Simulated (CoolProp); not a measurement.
Hydrogen sulfide along the isobar 111 bar: fugacity coefficient from the reference equation and from simpler models built on Tc = 100.0 °C, pc = 89.99 bar, ω = 0.101; each cubic takes its own stable root.

Values from CoolProp's reference Helmholtz-energy equation of state, Lemmon 2006. It is a short technical equation, of lower accuracy than the large ones.

```csv
T (°C),phase,reference
-50.15,liquid,0.01785
-41.05,liquid,0.02614
-31.95,liquid,0.03696
-22.85,liquid,0.05068
-13.75,liquid,0.06762
-4.65,liquid,0.08805
4.45,liquid,0.1122
13.55,liquid,0.1401
22.65,liquid,0.1719
31.75,liquid,0.2074
40.85,liquid,0.2467
49.95,liquid,0.2893
59.05,liquid,0.3350
```

Task: How far does each simpler model (van der Waals, Peng-Robinson) lie from the reference over these 13 states: mean and median of the absolute difference, and the worst?

Result: 
- van der Waals: mean 142.6 %, median 107.0 %, worst +381.2 % at -50.15 °C and 111 bar
- Peng-Robinson: mean 1.2 %, median 1.3 %, worst -1.7 % at 59.05 °C and 111 bar
